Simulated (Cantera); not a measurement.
Charge: 1 mol toluene, 0.81 mol NH3, equilibrated at 1473.15 K and 10.0 mbar.

Method: chemical equilibrium by Gibbs-energy minimisation in Cantera with the NASA 1993 tables (ideal gas, pure condensed phases). Kinetics and transport are ignored.

```tsv
species	before	after
H2	0.928	0.710
H	0.000122	0.210
N2	0.0719	0.0565
HCN	0.000225	0.0141
CN	<1e-9	0.000241
C2H	<1e-9	0.000161
C3	<1e-9	4.82e-5
C4H2	<1e-9	3.37e-5
C	<1e-9	1.62e-5
C2H2 (acetylene)	6.05e-6	0.00761
C(graphite), mol	7.00	6.80
```
Gas species are given as mole fractions.

Q: Which change was made?
A. temperature from 1473.15 K to 2198.15 K
B. NH3 from 0.81 to 0.27 mol
C. temperature from 1473.15 K to 825 K
D. temperature from 1473.15 K to 2498 K

A: D, temperature from 1473.15 K to 2498 K
